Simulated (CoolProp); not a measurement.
Vapour pressure (kPa) of c-C4F8 (RC318): the reference equation beside estimates from Tc = 115.2 °C, pc = 2778 kPa, ω = 0.355.

Computed with CoolProp (reference Helmholtz-energy equation of state, Platzer 1990). This equation is an older, rougher fit; its heat capacities, sound speeds and derivatives of the liquid may be far off and weren't checked against measurements.

```
T (°C)  reference  van der Waals  Peng-Robinson
------  ---------  -------------  -------------
-18.85      57.55          392.5          58.07
-11.35      80.67          458.1          80.96
-3.75       111.0          531.5          110.9
3.85        149.6          612.2          149.1
11.45       197.8          700.5          196.7
18.95       256.4          795.3          254.6
26.55       328.3          899.4          325.9
34.15       414.5           1012          411.6
41.75       516.8           1133          513.6
49.25       635.3           1261          632.0
```

Absolute difference from the reference over all 10 rows, mean and median: van der Waals 273.8 and 232.2 %, Peng-Robinson 0.6 and 0.6 %.
